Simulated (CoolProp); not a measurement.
Values from CoolProp's reference Helmholtz-energy equation of state, Akasaka 2023.

### Question
For R1224YDZ, give the phase and the cp (kJ/(kg K)), expansivity (1/kK), fugacity coefficient at 465.6 K and 884 kPa; 247.7 K and 142 kPa.

### Answer
- 465.6 K and 884 kPa: gas; cp 1.04, expansivity 2.78, fugacity coefficient 0.932
- 247.7 K and 142 kPa: liquid; cp 1.06, expansivity 1.65, fugacity coefficient 0.109
